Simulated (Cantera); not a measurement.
Input (Python, Cantera):

```python
import numpy as np
import cantera as ct

surf = ct.Interface("ptcombust.yaml", "Pt_surf")
gas = surf.adjacent["gas"]
gas.TPX = 1050, 34000, {'CH4': 0.0038, 'O2': 0.059, 'N2': 0.79}
surf.TP = 1050, 34000
reactor = ct.FlowReactor(gas, clone=False)
reactor.area = 0.0001  # m2
reactor.surface_area_to_volume_ratio = 1900  # 1/m
reactor.mass_flow_rate = 0.19 * reactor.area * gas.density  # inlet velocity 0.19 m/s
reactor.energy_enabled = False
wall = ct.ReactorSurface(surf, reactor, clone=False)
net = ct.ReactorNet([reactor])
net.rtol, net.atol = 1e-8, 1e-16
show, cover = ['CH4', 'O2', 'H2O', 'CO2', 'CO'], ['PT(S)', 'H(S)', 'O(S)', 'OH(S)', 'CO(S)', 'C(S)']

rows = []
print(f"{'z/m':>9s}{'u/(m/s)':>9s}" + "".join(f"{s:>13s}" for s in show + cover))
for z in [3.3e-05, 7e-05, 0.00015, 0.00033, 0.0007, 0.0015, 0.0033]:
    net.advance(z)
    rows.append([reactor.speed, *gas[show].X, *surf[cover].coverages])
    print(f"{z:9.4g}{rows[-1][0]:9.3g}" + "".join(f"{x:13.4e}" for x in rows[-1][1:]))
```

Output:

```
      z/m  u/(m/s)          CH4           O2          H2O          CO2           CO        PT(S)         H(S)         O(S)        OH(S)        CO(S)         C(S)
  3.3e-05     0.19   4.1032e-03   6.8480e-02   7.0507e-04   3.4917e-04   3.3413e-06   3.4162e-01   1.4427e-07   6.5808e-01   2.9780e-04   3.7511e-06   2.9821e-08
    7e-05     0.19   3.7398e-03   6.7754e-02   1.4315e-03   7.1264e-04   3.0493e-06   3.4208e-01   1.9913e-07   6.5751e-01   4.1046e-04   3.4324e-06   2.7287e-08
  0.00015     0.19   3.0572e-03   6.6390e-02   2.7957e-03   1.3951e-03   2.4989e-06   3.4298e-01   2.7480e-07   6.5645e-01   5.6440e-04   2.8277e-06   2.2479e-08
  0.00033     0.19   1.9348e-03   6.4147e-02   5.0382e-03   2.5169e-03   1.5881e-06   3.4455e-01   3.6879e-07   6.5469e-01   7.5233e-04   1.8133e-06   1.4415e-08
   0.0007     0.19   7.4701e-04   6.1774e-02   7.4110e-03   3.7037e-03   6.1623e-07   3.4629e-01   4.4971e-07   6.5280e-01   9.1044e-04   7.1035e-07   5.6465e-09
   0.0015     0.19   9.3609e-05   6.0468e-02   8.7165e-03   4.3566e-03   7.7766e-08   3.4727e-01   4.8962e-07   6.5174e-01   9.8694e-04   8.9796e-08   7.1337e-10
   0.0033     0.19   8.7903e-07   6.0282e-02   8.9026e-03   4.4497e-03   1.0014e-09   3.4741e-01   4.9511e-07   6.5159e-01   9.9738e-04   8.8461e-10   6.7067e-12
```

Detailed kinetics in Cantera: Deutschmann's 1995 Pt surface mechanism with GRI-Mech 3.0 gas chemistry. Catalytic surfaces can have several steady states; this one follows from the mechanism file's or the stated starting coverage. Mass transfer to the wall is taken as infinitely fast.
